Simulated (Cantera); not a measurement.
A perfectly stirred reactor is fed with 17.2 % C2H6, 82.8 % N2, at 22000 Pa; it is held at 1825 K, and followed from long to short residence time.

Model: GRI-Mech 3.0 (53 species, 325 reactions), integrated in Cantera. GRI-Mech 3.0 stops at C3 and has no aromatics, soot or wall deposition, so with more carbon than oxygen in the feed, carbon stays in small species such as C2H2 where larger ones or solid carbon would form.

Q: Predict: x(C2H6) at τ = 0.940 s; x(HCN) at τ = 0.940 s; x(H2) at τ = 0.940 s; x(CH2) at τ = 0.940 s; x(H) at τ = 0.940 s; x(C2H6) at τ = 5.90 ms; x(HCN) at τ = 5.90 ms; x(H2) at τ = 5.90 ms; x(CH2) at τ = 5.90 ms; x(H) at τ = 5.90 ms.

A: 
```json
{
  "x(C2H6) at τ = 0.940 s": "5.13e-6",
  "x(HCN) at τ = 0.940 s": "7.26e-5",
  "x(H2) at τ = 0.940 s": "0.248",
  "x(CH2) at τ = 0.940 s": "6.35e-7",
  "x(H) at τ = 0.940 s": "0.000539",
  "x(C2H6) at τ = 5.90 ms": "0.000570",
  "x(HCN) at τ = 5.90 ms": "1.35e-5",
  "x(H2) at τ = 5.90 ms": "0.209",
  "x(CH2) at τ = 5.90 ms": "1.01e-5",
  "x(H) at τ = 5.90 ms": "0.000939"
}
```
